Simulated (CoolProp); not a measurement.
Vapour-liquid equilibrium of n-hexane (1) + hexamethyldisiloxane (MM) (2) at 19.25 °C; x and y are mole fractions of (1).

Model: multi-fluid Helmholtz-energy mixture model, Thol 2019 and Thol 2016; pair parameters Bell 2016, in CoolProp.

**Question.** Give the bubble pressure and the first vapour's composition at x = 0.05, 0.275, 0.875. Is there an azeotrope?

**Answer.** x = 0.05: 4.632 kPa, y = 0.151; x = 0.275: 6.779 kPa, y = 0.555; x = 0.875: 13.96 kPa, y = 0.970. No azeotrope shows between x = 0.05 and 0.95.

The pair parameters rest on a limited set of measurements; away from them the model extrapolates.
